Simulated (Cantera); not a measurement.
Mixture: 20.8 % CO, 1.72 % H2, 2.06 % CH4, 15.8 % O2, 59.6 % N2, equivalence ratio 0.97, at 1.00 bar, adiabatic and at constant pressure. Ignition delay is the time to a rise of 400 K.

Model: GRI-Mech 3.0 (53 species, 325 reactions), integrated in Cantera. Below about 1000 K GRI-Mech 3.0 lacks low-temperature oxidation paths. Below about 950 K walls govern HO2 and H2O2 in real vessels.

Question: Predict: delay at 900 K; delay at 1000 K; delay at 1100 K; delay at 1200 K; delay at 1300 K; apparent activation energy between 1250 and 1350 K.

Answer: 
```
Quantity                                                Value
--------------------------------------------------  ---------
delay at 900 K                                        42.6 ms
delay at 1000 K                                       3.75 ms
delay at 1100 K                                      0.999 ms
delay at 1200 K                                      0.393 ms
delay at 1300 K                                      0.203 ms
apparent activation energy between 1250 and 1350 K  78 kJ/mol
```
